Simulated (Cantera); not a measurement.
## Catalytic stagnation flow on Pt

A jet of 1.35 % CH4, 9.79 % O2, 88.9 % N2 at 300 K and 26.3 Torr hits a platinum plate 3.5 cm away at a mass flux of 0.096 kg/m²/s; the plate temperature is set and raised in steps from an oxygen-covered start.

Cantera simulation using Deutschmann's 1995 Pt surface mechanism with GRI-Mech 3.0 gas chemistry; the numbers are that mechanism's predictions, not measurements. Catalytic surfaces can have several steady states; this one follows from the mechanism file's or the stated starting coverage.

| plate T (K) | wall x CH4 | wall x O2 | wall x H2O | wall x OH | wall x CO | wall x CO2 | θ free Pt | θ O* |
|---|---|---|---|---|---|---|---|---|
| 850 | 0.0121 | 0.0948 | 0.00265 | <1e-8 | 3.66e-6 | 0.00173 | 0.188 | 0.812 |
| 900 | 0.0109 | 0.0924 | 0.00480 | 1.97e-8 | 4.78e-6 | 0.00313 | 0.258 | 0.742 |
| 950 | 0.00960 | 0.0896 | 0.00725 | 6.66e-8 | 5.83e-6 | 0.00475 | 0.331 | 0.668 |
| 1000 | 0.00830 | 0.0868 | 0.00966 | 1.91e-7 | 6.90e-6 | 0.00633 | 0.406 | 0.594 |
| 1050 | 0.00714 | 0.0844 | 0.0118 | 4.76e-7 | 8.01e-6 | 0.00773 | 0.478 | 0.521 |
x: mole fraction at the wall; θ: surface coverage.
